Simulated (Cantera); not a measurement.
A freely propagating, adiabatic, planar premixed flame of H2 : O2 : N2 = 1 : 0.862 : 3.24 (molar parts), equivalence ratio 0.58, unburnt at 575 K and 2.80 bar; mixture-averaged transport, grid criteria slope 0.08 and curve 0.16, no radiation.

Detailed kinetics in Cantera: the H2/O2 subset of GRI-Mech 3.0, which has no nitrogen chemistry. The hydrogen kinetics of GRI-Mech 3.0 are dated; newer H2 mechanisms differ, most at raised pressure. Burning velocities carry a grid error of a few per cent, more on coarse grids. Lean hydrogen flames are cellular in practice and burn faster than this planar one.

Q: What does this change do: inlet temperature 575 to 348 K?

A: 
```tsv
quantity	before	after
laminar burning velocity	272 cm/s	60.7 cm/s
thermal thickness	0.118 mm	0.145 mm
peak x(HO2)	0.000577	0.000521
peak x(H2O2)	6.66e-5	0.000139
peak x(OH)	0.00945	0.00487
peak x(H)	0.00866	0.00264
```

Q: What does this change do: H2 1 to 1.3 parts?

A: 
| quantity | before | after |
|---|---|---|
| laminar burning velocity | 272 cm/s | 480 cm/s |
| thermal thickness | 0.118 mm | 0.117 mm |
| peak x(HO2) | 0.000577 | 0.000643 |
| peak x(H2O2) | 6.66e-5 | 5.44e-5 |
| peak x(OH) | 0.00945 | 0.0154 |
| peak x(H) | 0.00866 | 0.0218 |
